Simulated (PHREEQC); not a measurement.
Dissolve 0.091 mol NH4HS and 0.029 mol NaCl per kg of water at 42 °C. Closed to the air; pH follows from the charge balance.

All values are PHREEQC results (ion-association model, phreeqc.dat), not measurements.

```tsv
quantity	before	after
pH	7.76	7.75
ionic strength (mol/kgw)	0.114	0.0374
```

**Question.** Name the change that produced these shifts.
A. NaCl left out
B. NH4HS left out
C. NaCl from 0.029 to 0.0058 mol/kgw
D. NH4HS from 0.091 to 0.0091 mol/kgw
E. NaCl from 0.029 to 0.0261 mol/kgw

**Answer.** D, NH4HS from 0.091 to 0.0091 mol/kgw

This is a speciation only: nothing precipitates in the calculation. Constants without temperature data keep their 25 °C values here.
